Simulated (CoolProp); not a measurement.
A Linde-Hampson liquefier for normal hydrogen: isothermal reversible compression at 200 K from 1 atm to 25 MPa, throttling to 1 atm, return gas leaving the recuperator 10 K below the feed. Each further row changes one setting.

Values from CoolProp's reference Helmholtz-energy equation of state, Leachman 2009.

```csv
case,compression work (kJ/kg of gas)
as stated,4700
high pressure 50 MPa,5450
warm-end temperature 230 K,5390
warm-end gap 15 K,4700
```
